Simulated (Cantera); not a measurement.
V2O5 + H2 + H2O (hydrogen reduction and annealing atmospheres)

A closed system holds: 1 mol V2O5, 0.44 mol H2, 0.11 mol H2O, equilibrated at 902 °C.

Cantera equilibrium calculation (NASA polynomials, part measured and part estimated; ideal gas, pure solids and liquids). Candidate condensed phases: H2O, V, VO, V2O3, V2O4, V2O5; 12 gas species. Mutual solubility and eutectic melting of coexisting phases are not modelled. Condensed phases not in the tables: the oxides between V2O3 and V2O5 other than VO2. Gases not in the tables: V4O10. Rates play no part.

From 10.0 Pa to 2.70 mbar the condensed part is V2O4(s). From 14.0 mbar to 10.0 bar the condensed part is V2O4(s) + V2O5(l).

```csv
P (Pa),x H2O,x O2,x OH,x H2,x O,n V2O4(s),n V2O5(l)
10,0.663,0.337,6.13e-5,8.53e-7,8.48e-7,1.00,0
52,0.663,0.337,4.06e-5,3.74e-7,3.72e-7,1.00,0
270,0.663,0.337,2.69e-5,1.64e-7,1.63e-7,1.00,0
1400,0.858,0.142,1.63e-5,1.44e-7,4.65e-8,0.622,0.378
7200,0.972,0.0276,7.67e-6,1.63e-7,9.04e-9,0.471,0.529
37000,0.995,0.00537,3.42e-6,1.67e-7,1.76e-9,0.446,0.554
190000,0.999,0.00104,1.51e-6,1.68e-7,3.42e-10,0.441,0.559
1000000,1.000,0.000199,6.60e-7,1.68e-7,6.51e-11,0.440,0.560
```
x: gas mole fraction; n: condensed amount in mol.
